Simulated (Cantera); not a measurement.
An adiabatic, constant-pressure homogeneous reactor starts with 23.1 % CH₄, 19.2 % O₂, 57.7 % N₂, equivalence ratio 2.4, at 1225 K and 1.00 atm.

Model: GRI-Mech 3.0 (53 species, 325 reactions), integrated in Cantera.

One state of this run: T (K) = 2162; x CH₄ = 4.21e-10; x O₂ = 1.42e-7; x OH = 0.000126; x H₂ = 0.255; x CH₂O = 1.75e-8; x CO = 0.168; x C₂H₂ = <1e-12. x: mole fraction; the columns are a selection and need not sum to one.

Question: Which value of t (s) does it belong to?
(A) 5.46e-5
(B) 6.00
(C) 0.0181
(D) 0.0476

Answer: B, 6.00
